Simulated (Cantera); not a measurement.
## Thermodynamics of halide evaporation, hydrolysis and transport, feed CaF2 + N2 + H2O

Input: 1 mol CaF2, 2.3 mol N2, 8 mol H2O, equilibrated at 4.70 mbar.

Cantera equilibrium calculation (NASA polynomials, part measured and part estimated; ideal gas, pure solids and liquids). Candidate condensed phases: Ca, CaF2, CaO, Ca(OH)2, H2O; 47 gas species. Mutual solubility and eutectic melting of coexisting phases are not modelled. The numbers say what is thermodynamically allowed, not how fast it happens.

| T (°C) | x H2O | x N2 | x HF | x H2 | x O2 | x OH | n CaF2(s) | n CaO(s) |
|---|---|---|---|---|---|---|---|---|
| 777 | 0.775 | 0.223 | 0.00174 | 3.28e-6 | 1.56e-6 | 1.62e-7 | 0.991 | 0.00895 |
| 877 | 0.770 | 0.223 | 0.00698 | 1.71e-5 | 8.01e-6 | 1.23e-6 | 0.964 | 0.0361 |
| 977 | 0.757 | 0.221 | 0.0221 | 6.80e-5 | 3.14e-5 | 6.68e-6 | 0.885 | 0.115 |
| 1077 | 0.725 | 0.217 | 0.0577 | 0.000217 | 9.87e-5 | 2.78e-5 | 0.694 | 0.306 |
| 1177 | 0.663 | 0.209 | 0.127 | 0.000573 | 0.000256 | 9.16e-5 | 0.300 | 0.698 |
| 1277 | 0.618 | 0.203 | 0.176 | 0.00134 | 0.000589 | 0.000260 | 0 | 0.993 |
| 1377 | 0.616 | 0.203 | 0.174 | 0.00296 | 0.00127 | 0.000678 | 0 | 0.986 |
| 1477 | 0.612 | 0.203 | 0.172 | 0.00594 | 0.00252 | 0.00158 | 0 | 0.977 |
| 1577 | 0.605 | 0.202 | 0.169 | 0.0110 | 0.00460 | 0.00335 | 0 | 0.963 |
| 1677 | 0.593 | 0.201 | 0.165 | 0.0191 | 0.00788 | 0.00652 | 0 | 0.944 |
| 1777 | 0.572 | 0.198 | 0.159 | 0.0309 | 0.0127 | 0.0118 | 0 | 0.919 |
x: gas mole fraction; n: condensed amount in mol.

From 777 °C to 1177 °C the condensed part is CaF2(s) + CaO(s). From 1277 °C to 1777 °C the condensed part is CaO(s).
